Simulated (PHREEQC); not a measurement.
Dissolve 0.1 mol/kgw HF, 0.0061 mol/kgw NH4HF2, 0.026 mol/kgw H2SiF6 and 0.0015 mol/kgw NaHCO3 at 25 °C. Closed to the air; pH follows from the charge balance.

The numbers come from PHREEQC with the ion-association model, phreeqc.dat.

No solid was allowed to form.

Order these F species by the share of F that they hold, largest first: F-, HF2-, SiF6-2, HF.

SiF6-2 (58 %), HF (40 %), F- (0.88 %), HF2- (0.73 %)

The pH is 1.40 and the ionic strength 0.0814 mol/kgw. Species that the database lacks are ignored. SiF6-2 is the database's only silicon fluoride.
